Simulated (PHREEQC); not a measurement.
## Acid mine or pickling water: speciation

Model water analysis in mmol/kgw, 83 °C, pH 3.52, pe 10.7:

```csv
constituent,mmol/kgw
Na,6.67
K,0.00038
Ca,4.82
Mg,7.86
Cl,9.31
S(6),11.7
Fe(3),0.0319
```

Valence states are taken as typed.

Model: ion-association model, phreeqc.dat, run in PHREEQC.

| Property | Value |
|---|---|
| ionic strength | 0.0348 mol/kgw |
| specific conductance | 6220 µS/cm |
| total alkalinity | -0.808 meq/kg |
| charge-balance error | 0.4 % |

| species | molality | activity | log γ |
|---|---|---|---|
| Cl- | 0.00931 | 0.00762 | -0.087 |
| Na+ | 0.00655 | 0.00541 | -0.082 |
| SO4-2 | 0.00583 | 0.00274 | -0.328 |
| MgSO4 | 0.00409 | 0.00413 | 0.003 |
| Mg+2 | 0.00377 | 0.00184 | -0.312 |
| Ca+2 | 0.00361 | 0.00172 | -0.321 |
| CaSO4 | 0.00120 | 0.00121 | 0.003 |
| HSO4- | 0.000437 | 0.000360 | -0.084 |
| H+ | 0.000353 | 0.000302 | -0.068 |
| NaSO4- | 0.000122 | 0.000101 | -0.080 |
| Fe(OH)2+ | 2.46e-5 | 2.04e-5 | -0.080 |
| CaHSO4+ | 9.07e-6 | 7.46e-6 | -0.084 |

No solid was allowed to form. Examples of supersaturated solids here: Hematite (slow to form), Goethite (slow to form). Others may be too. Species that the database lacks are ignored. At this temperature some constants are extrapolated from 25 °C, and those without enthalpy data are left unchanged.
